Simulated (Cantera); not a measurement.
A Cantera script and what it prints.

```python
import numpy as np
import cantera as ct

gas_names = [...]  # 118 gases of nasa_gas.yaml made of C, Cl, F, H
cond_names = """
    C(gr) C6H6(L) C7H8(L) C8H18(L),n-octa
""".split()


# ... load() reads the species with a 1 bar reference pressure and builds the phases ...
atoms = {
    'C2F6': {'C': 2, 'F': 6},
    'HCl': {'H': 1, 'CL': 1},
}
top_T = {'C(gr)': 4500}  # K; cautious upper limits of use, not melting points


# ... equilibrate(T, P, feed) seeds the gas with the atoms and calls Mixture.equilibrate('TP', solver="vcs", rtol=1e-11, max_steps=5000) ...
results = []
feed = {'C2F6': 1, 'HCl': 0.25}  # mol
P = 13332.2  # Pa
for T in [1250, 1350, 1450, 1550, 1650, 1750, 1850, 1950, 2050, 2150, 2250]:
    mix = equilibrate(T, P, feed)
    results.append((T, P, feed, dict(zip(mix.species_names, mix.species_moles))))

top = {s: max(r[3][s] / sum(r[3][g] for g in gas_names) for r in results) for s in gas_names}
cols = sorted((s for s in top if top[s] > 1e-06), key=lambda s: -top[s])[:7]
seen = [c for c in cond_names if any(r[3].get(c, 0) > 1e-12 for r in results)]
print("log10 of partial pressures in bar; condensed amounts in mol")
print(f"{'T/K':>10s}" + "".join(f"{s[:9]:>10s}" for s in cols + seen))
for T, P, feed, n in results:
    ng = sum(n[g] for g in gas_names)
    print(f"{T:10.4g}" + "".join(f"{np.log10(max(n[s] / ng * P / 1e5, 1e-99)):10.3f}" for s in cols)
          + "".join(f"{n.get(c, 0):10.4g}" for c in seen))
```

It prints:

```
log10 of partial pressures in bar; condensed amounts in mol
       T/K       CF4       CF2        HF        CL       CL2         F       HCL     C(gr)
      1250    -0.974    -6.808    -1.848    -3.231    -2.246    -8.152    -2.359    0.5402
      1350    -0.977    -5.941    -1.818    -2.838    -2.237    -7.174    -2.486    0.5441
      1450    -0.981    -5.195    -1.798    -2.517    -2.265    -6.330    -2.619    0.5474
      1550    -0.986    -4.549    -1.785    -2.262    -2.339    -5.596    -2.763    0.5502
      1650    -0.992    -3.982    -1.777    -2.071    -2.473    -4.950    -2.926    0.5525
      1750    -0.998    -3.483    -1.773    -1.941    -2.671    -4.379    -3.112    0.5534
      1850    -1.004    -3.039    -1.772    -1.863    -2.924    -3.869    -3.318    0.5512
      1950    -1.014    -2.644    -1.773    -1.822    -3.210    -3.413    -3.534    0.5431
      2050    -1.030    -2.292    -1.778    -1.806    -3.510    -3.003    -3.751    0.5238
      2150    -1.061    -1.982    -1.790    -1.806    -3.813    -2.634    -3.966    0.4856
      2250    -1.117    -1.715    -1.813    -1.823    -4.121    -2.306    -4.184    0.4173
```

Method: chemical equilibrium by Gibbs-energy minimisation in Cantera with the NASA 1993 tables (ideal gas, pure condensed phases). The feed counts by its element totals alone. The tables' values for C2F4 are old estimates; treat these amounts as uncertain. Gases not in the tables: C2F6 and larger saturated fluorocarbons.
